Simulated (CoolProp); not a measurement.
Vapour-liquid equilibrium of cyclopropane (1) + R134a (2) at 284.4 K; x and y are mole fractions of (1).

Values from CoolProp's multi-fluid Helmholtz-energy mixture model, Polt 1992 and Tillner-Roth 1994; pair parameters Bell 2016. This equation is an older, rougher fit; its heat capacities, sound speeds and derivatives of the liquid may be far off and weren't checked against measurements.

```json
[
 {"x": "0.05", "bubble pressure (kPa)": "478.9", "y at the bubble point": "0.129", "dew pressure at overall composition x (kPa)": "449.4", "liquid density (mol/L)": "12.37"},
 {"x": "0.15", "bubble pressure (kPa)": "548.7", "y at the bubble point": "0.296", "dew pressure at overall composition x (kPa)": "487.0", "liquid density (mol/L)": "12.50"},
 {"x": "0.25", "bubble pressure (kPa)": "593.2", "y at the bubble point": "0.397", "dew pressure at overall composition x (kPa)": "528.6", "liquid density (mol/L)": "12.66"},
 {"x": "0.35", "bubble pressure (kPa)": "619.5", "y at the bubble point": "0.466", "dew pressure at overall composition x (kPa)": "[?]", "liquid density (mol/L)": "12.85"},
 {"x": "0.45", "bubble pressure (kPa)": "633.4", "y at the bubble point": "0.517", "dew pressure at overall composition x (kPa)": "614.1", "liquid density (mol/L)": "13.08"},
 {"x": "0.55", "bubble pressure (kPa)": "638.4", "y at the bubble point": "0.561", "dew pressure at overall composition x (kPa)": "637.9", "liquid density (mol/L)": "13.35"},
 {"x": "0.65", "bubble pressure (kPa)": "636.0", "y at the bubble point": "0.605", "dew pressure at overall composition x (kPa)": "626.5", "liquid density (mol/L)": "13.67"},
 {"x": "0.75", "bubble pressure (kPa)": "624.2", "y at the bubble point": "0.658", "dew pressure at overall composition x (kPa)": "591.3", "liquid density (mol/L)": "14.05"},
 {"x": "0.85", "bubble pressure (kPa)": "596.4", "y at the bubble point": "0.737", "dew pressure at overall composition x (kPa)": "549.8", "liquid density (mol/L)": "[?]"},
 {"x": "0.95", "bubble pressure (kPa)": "[?]", "y at the bubble point": "0.878", "dew pressure at overall composition x (kPa)": "509.3", "liquid density (mol/L)": "14.95"}
]
```

### Question
What belongs in the gaps?

### Answer

- 0.35, dew pressure at overall composition x (kPa): 572.7
- 0.85, liquid density (mol/L): 14.47
- 0.95, bubble pressure (kPa): 538.4

y crosses x between x = 0.55 and 0.65: the model has an azeotrope there.

The pair parameters rest on a limited set of measurements; away from them the model extrapolates.
